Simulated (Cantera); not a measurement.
Cantera run, input and output.

```python
import numpy as np
import cantera as ct

gas = ct.Solution("gri30.yaml")
gas.TPX = 1425, 140000, {'CH4': 1, 'N2': 32}
reactor = ct.IdealGasConstPressureReactor(gas, energy="off", clone=False)
net = ct.ReactorNet([reactor])
net.rtol, net.atol = 1e-08, 1e-18
show = ['CH4', 'H2', 'HCN', 'CH2', 'CH3', 'C2H4', 'C2H6']
times = np.geomspace(0.0005, 20, 12)

steps = ct.SolutionArray(gas, extra=["t"])
rows = []
print(f"{'t/s':>10s}{'T/K':>9s}{'P/Pa':>11s}" + "".join(f"{s:>11s}" for s in show))
for t in times:
    while net.time < t:
        t_next = net.step()
        steps.append(gas.state, t=t_next)
    rows.append([np.interp(t, steps.t, y) for y in (steps.T, steps.P, *steps(*show).X.T)])
    print(f"{t:10.3e}{rows[-1][0]:9.1f}{rows[-1][1]:11.4g}" + "".join(f"{x:11.3e}" for x in rows[-1][2:]))
rate = np.gradient(steps.T, steps.t)
print("integrator steps:", len(steps.t))
if steps.T.max() > steps.T[0] + 200:
    print(f"time of steepest temperature rise: {steps.t[rate.argmax()]:.4e} s")
gas.TPX = 1425, 140000, {'CH4': 1, 'N2': 32}
gas.equilibrate("TP")
print(f"equilibrium (TP): T = {gas.T:.1f} K  " + "  ".join(f"{s} {gas[s].X[0]:.3e}" for s in show))
```

Result:

```
       t/s      T/K       P/Pa        CH4         H2        HCN        CH2        CH3       C2H4       C2H6
 5.000e-04   1425.0    1.4e+05  3.030e-02  1.111e-06  3.570e-16  5.997e-12  2.156e-06  3.089e-09  2.810e-08
 1.310e-03   1425.0    1.4e+05  3.030e-02  2.995e-06  3.311e-15  3.095e-11  4.972e-06  4.821e-08  4.136e-07
 3.433e-03   1425.0    1.4e+05  3.029e-02  8.540e-06  2.103e-14  8.422e-11  8.254e-06  4.772e-07  3.453e-06
 8.997e-03   1425.0    1.4e+05  3.026e-02  2.564e-05  9.311e-14  1.596e-10  1.141e-05  2.961e-06  1.387e-05
 2.357e-02   1425.0    1.4e+05  3.017e-02  8.608e-05  4.179e-13  3.338e-10  1.657e-05  1.766e-05  3.983e-05
 6.178e-02   1425.0    1.4e+05  2.987e-02  3.467e-04  2.490e-12  6.408e-10  2.297e-05  9.963e-05  8.592e-05
 1.619e-01   1425.0    1.4e+05  2.896e-02  1.430e-03  1.881e-11  7.564e-10  2.457e-05  3.306e-04  1.005e-04
 4.242e-01   1425.0    1.4e+05  2.696e-02  4.378e-03  9.747e-11  5.309e-10  1.977e-05  3.712e-04  6.330e-05
 1.112e+00   1425.0    1.4e+05  2.338e-02  9.784e-03  3.448e-10  3.404e-10  1.470e-05  2.242e-04  3.338e-05
 2.913e+00   1425.0    1.4e+05  1.777e-02  1.804e-02  9.722e-10  2.082e-10  9.998e-06  1.804e-04  1.451e-05
 7.632e+00   1425.0    1.4e+05  1.087e-02  2.804e-02  2.278e-09  1.169e-10  5.848e-06  2.522e-04  4.643e-06
 2.000e+01   1425.0    1.4e+05  5.270e-03  3.608e-02  4.498e-09  5.949e-11  2.902e-06  3.751e-04  1.152e-06
integrator steps: 1246
equilibrium (TP): T = 1425.0 K  CH4 1.234e-03  H2 4.223e-02  HCN 2.279e-02  CH2 1.479e-11  CH3 6.996e-07  C2H4 9.615e-05  C2H6 8.958e-08
```

Cantera simulation using GRI-Mech 3.0 (53 species, 325 reactions); the numbers are that mechanism's predictions, not measurements. GRI-Mech 3.0 stops at C3 and has no aromatics, soot or wall deposition, so with more carbon than oxygen in the feed, carbon stays in small species such as C2H2 where larger ones or solid carbon would form.
